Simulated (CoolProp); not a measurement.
Vapour-liquid equilibrium of diethyl ether (1) + benzene (2) at 326.3 K; x and y are mole fractions of (1).

Values from CoolProp's multi-fluid Helmholtz-energy mixture model, Thol 2014 and Thol 2012; pair parameters Bell 2016.

```
x     bubble pressure (MPa)  y at the bubble point  dew pressure at overall composition x (MPa)  liquid density (mol/L)
----  ---------------------  ---------------------  -------------------------------------------  ----------------------
0.05                0.04798                  0.190                                          [?]                   10.71
0.2                 0.06949                    [?]                                      0.04843                   10.46
0.35                0.09104                  0.700                                      0.05638                   10.21
0.5                  0.1128                  0.811                                          [?]                   9.954
0.65                 0.1350                  0.888                                      0.08373                   9.701
0.8                  0.1576                  0.944                                          [?]                   9.444
0.95                 0.1806                  0.988                                       0.1602                   9.181
```

Problem. Some entries are withheld; supply them.

Solution. 
- 0.05, dew pressure at overall composition x (MPa): 0.04244
- 0.2, y at the bubble point: 0.523
- 0.5, dew pressure at overall composition x (MPa): 0.06742
- 0.8, dew pressure at overall composition x (MPa): 0.1102

No azeotrope shows between x = 0.05 and 0.95.

Pair parameters are fitted to limited data, so mixtures are less certain than the pure fluids.
